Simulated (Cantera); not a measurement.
What does this Cantera script print?

```python
import numpy as np
import cantera as ct

gas_names = [...]  # 151 gases of nasa_gas.yaml made of C, H, N, O, Si
cond_names = """
    C(gr) C6H6(L) C7H8(L) C8H18(L),n-octa H2O(s) H2O(L) Si(cr) Si(L) SiC(b) SiO2(Lqz) SiO2(hqz) SiO2(L)
    Si2N2O(s) Si3N4(a)
""".split()


# ... load() reads the species with a 1 bar reference pressure and builds the phases ...
atoms = {
    'TEOS': {'Si': 1, 'C': 8, 'H': 20, 'O': 4},
    'N2O': {'N': 2, 'O': 1},
}
top_T = {'C(gr)': 4500, 'SiC(b)': 3050, 'Si2N2O(s)': 2100, 'Si3N4(a)': 2400}  # K; cautious upper limits of use, not melting points


# ... equilibrate(T, P, feed) seeds the gas with the atoms and calls Mixture.equilibrate('TP', solver="vcs", rtol=1e-11, max_steps=5000) ...
results = []
feed = {'TEOS': 1, 'N2O': 19}  # mol
P = 1333.22  # Pa
for T in [748, 823, 898, 973, 1048, 1123, 1198, 1273]:
    mix = equilibrate(T, P, feed)
    results.append((T, P, feed, dict(zip(mix.species_names, mix.species_moles))))

top = {s: max(r[3][s] / sum(r[3][g] for g in gas_names) for r in results) for s in gas_names}
cols = sorted((s for s in top if top[s] > 0.0001), key=lambda s: -top[s])[:6]
seen = [c for c in cond_names if any(r[3].get(c, 0) > 1e-12 for r in results)]
print("log10 of partial pressures in bar; condensed amounts in mol")
print(f"{'T/K':>10s}" + "".join(f"{s[:9]:>10s}" for s in cols + seen))
for T, P, feed, n in results:
    ng = sum(n[g] for g in gas_names)
    print(f"{T:10.4g}" + "".join(f"{np.log10(max(n[s] / ng * P / 1e5, 1e-99)):10.3f}" for s in cols)
          + "".join(f"{n.get(c, 0):10.4g}" for c in seen))
```

Result:

```
log10 of partial pressures in bar; condensed amounts in mol
       T/K        N2       H2O       CO2        H2        CO SiO2(Lqz) SiO2(hqz)
       748    -2.165    -2.678    -2.588    -2.823    -3.526         1         0
       823    -2.165    -2.653    -2.609    -2.860    -3.375         1         0
       898    -2.165    -2.630    -2.631    -2.900    -3.266         0         1
       973    -2.165    -2.611    -2.651    -2.939    -3.187         0         1
      1048    -2.165    -2.594    -2.670    -2.976    -3.127         0         1
      1123    -2.165    -2.580    -2.688    -3.012    -3.081         0         1
      1198    -2.165    -2.568    -2.703    -3.046    -3.045         0         1
      1273    -2.165    -2.558    -2.717    -3.077    -3.016         0         1
```

Method: chemical equilibrium by Gibbs-energy minimisation in Cantera with the NASA 1993 tables (ideal gas, pure condensed phases). The feed counts by its element totals alone. The tables hold silica as quartz up to 1696 K and as liquid above; real silica turns to tridymite and cristobalite and melts near 1996 K.
